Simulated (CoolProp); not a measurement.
Methanol along the isobar 43000 kPa: density (kg/m³) from the reference equation and from simpler models built on Tc = 513.4 K, pc = 8216 kPa, ω = 0.565; each cubic takes its own stable root.

Computed with CoolProp (reference Helmholtz-energy equation of state, de Reuck 1993).

```json
[
 {"T (K)": "417.1", "phase": "liquid", "reference": "722.4", "van der Waals": "376.6", "Redlich-Kwong": "514.0", "Soave-Redlich-Kwong": "537.0", "Peng-Robinson": "602.9"},
 {"T (K)": "435", "phase": "liquid", "reference": "705.0", "van der Waals": "370.7", "Redlich-Kwong": "500.8", "Soave-Redlich-Kwong": "521.1", "Peng-Robinson": "584.8"},
 {"T (K)": "452.8", "phase": "liquid", "reference": "686.7", "van der Waals": "364.6", "Redlich-Kwong": "487.4", "Soave-Redlich-Kwong": "504.4", "Peng-Robinson": "565.4"},
 {"T (K)": "470.7", "phase": "liquid", "reference": "666.9", "van der Waals": "358.5", "Redlich-Kwong": "473.7", "Soave-Redlich-Kwong": "486.5", "Peng-Robinson": "544.6"},
 {"T (K)": "488.6", "phase": "liquid", "reference": "645.8", "van der Waals": "352.2", "Redlich-Kwong": "459.7", "Soave-Redlich-Kwong": "467.6", "Peng-Robinson": "522.5"},
 {"T (K)": "506.5", "phase": "liquid", "reference": "623.1", "van der Waals": "345.8", "Redlich-Kwong": "445.5", "Soave-Redlich-Kwong": "447.8", "Peng-Robinson": "499.2"},
 {"T (K)": "524.4", "phase": "supercritical", "reference": "598.6", "van der Waals": "339.4", "Redlich-Kwong": "431.1", "Soave-Redlich-Kwong": "427.2", "Peng-Robinson": "474.8"},
 {"T (K)": "542.3", "phase": "supercritical", "reference": "572.4", "van der Waals": "332.9", "Redlich-Kwong": "416.6", "Soave-Redlich-Kwong": "406.0", "Peng-Robinson": "449.6"},
 {"T (K)": "560.2", "phase": "supercritical", "reference": "544.3", "van der Waals": "326.2", "Redlich-Kwong": "402.1", "Soave-Redlich-Kwong": "384.5", "Peng-Robinson": "424.0"},
 {"T (K)": "578.1", "phase": "supercritical", "reference": "514.5", "van der Waals": "319.6", "Redlich-Kwong": "387.6", "Soave-Redlich-Kwong": "363.1", "Peng-Robinson": "398.6"},
 {"T (K)": "596", "phase": "supercritical", "reference": "483.4", "van der Waals": "312.8", "Redlich-Kwong": "373.1", "Soave-Redlich-Kwong": "342.2", "Peng-Robinson": "374.0"}
]
```
